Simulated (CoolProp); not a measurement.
CH2F2 (R32) along the isotherm 38.15 °C: fugacity coefficient from the reference equation and from simpler models built on Tc = 78.1 °C, pc = 5.783 MPa, ω = 0.277; each cubic takes its own stable root.

Model: reference Helmholtz-energy equation of state, Tillner-Roth 1997, in CoolProp.

```
p (MPa)   phase  reference  van der Waals  Redlich-Kwong  Soave-Redlich-Kwong  Peng-Robinson
-------  ------  ---------  -------------  -------------  -------------------  -------------
1.08        gas     0.8901         0.9263         0.9113               0.9066         0.8993
2.17        gas     0.7815         0.8516         0.8227               0.8130         0.8002
3.25     liquid     0.5659         0.7754         0.6771               0.6040         0.5871
4.34     liquid     0.4340         0.6327         0.5244               0.4670         0.4522
5.42     liquid     0.3558         0.5296         0.4339               0.3857         0.3722
6.51     liquid     0.3033         0.4606         0.3731               0.3312         0.3184
7.59     liquid     0.2662         0.4121         0.3303               0.2928         0.2806
8.67     liquid     0.2385         0.3761         0.2983               0.2641         0.2522
```

At some of these states van der Waals gives the other phase, because its saturation line lies elsewhere.
